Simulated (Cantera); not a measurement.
**Ammonia decomposition in nitride growth gas**

An isothermal, constant-pressure homogeneous reactor starts with NH₃ : H₂ = 1 : 2.5 (molar parts), at 2300 K and 0.0267 bar.

Computed with Cantera and the gas-phase N/H chemistry of the illustrative SiF4/NH3 mechanism in the Surface Chemkin manual (1991). Walls and surfaces, which speed up NH3 decomposition in real reactors, are not modelled.

```
t (s)        x NH₃   x H₂     x NH      x N      x N₂
--------  --------  -----  -------  -------  --------
0.000200     0.285  0.714  2.17e-6  3.20e-8   2.87e-7
0.000469     0.285  0.714  1.17e-5  4.03e-7   9.50e-6
0.00110      0.283  0.714  4.82e-5  3.39e-6  0.000223
0.00257      0.278  0.717  8.38e-5  7.82e-6   0.00209
0.00602      0.264  0.725  8.47e-5  8.16e-6   0.00748
0.0141       0.235  0.743  8.17e-5  8.24e-6    0.0189
0.0331       0.180  0.776  7.54e-5  8.38e-6    0.0403
0.0775       0.100  0.825  6.26e-5  8.58e-6    0.0716
0.181       0.0265  0.868  4.19e-5  9.23e-6     0.100
0.425     0.000315  0.872  8.82e-6  8.19e-6     0.110
0.996      1.55e-6  0.844  3.43e-7  8.96e-7     0.108
2.33       2.26e-7  0.837  6.67e-8  2.01e-7     0.108
5.47       1.04e-7  0.837  3.06e-8  9.25e-8     0.108
12.8       8.81e-8  0.837  2.60e-8  7.85e-8     0.108
30.0       8.78e-8  0.837  2.59e-8  7.83e-8     0.108
```
x: mole fraction; the columns are a selection and need not sum to one.

Equilibrium at this temperature and pressure: NH₃ 8.78e-8, H₂ 0.837, NH 2.59e-8, N 7.83e-8, N₂ 0.108 (gas phase only).
